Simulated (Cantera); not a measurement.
Charge: 1 mol Si, 1.7 mol HCl, 19 mol H₂, at 11.0 bar.

Equilibrium computed with Cantera from the NASA thermochemical tables; the gas is ideal and each condensed phase is pure. Candidate condensed phases: Si; 19 gas species. Equilibrium is a limit: real reactors are often held back by kinetics, nucleation or transport.

Task: At 750 K, list the 6 most abundant gas species with their mole fractions, and the condensed phases.

Result: H₂ 0.973, SiHCl₃ 0.0164, SiCl₄ 0.00737, SiH₂Cl₂ 0.00267, HCl 0.000198, SiH₃Cl 9.72e-5. Condensed: Si(s).
